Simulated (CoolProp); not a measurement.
Model: reference Helmholtz-energy equation of state, Smukala 2000, in CoolProp.

**Question.** For ethylene, give the phase and the density (kg/m³), speed of sound (m/s), fugacity coefficient at -124.55 °C and 25.2 bar.

**Answer.** 
- -124.55 °C and 25.2 bar: liquid; density 598, speed of sound 1480, fugacity coefficient 0.0106
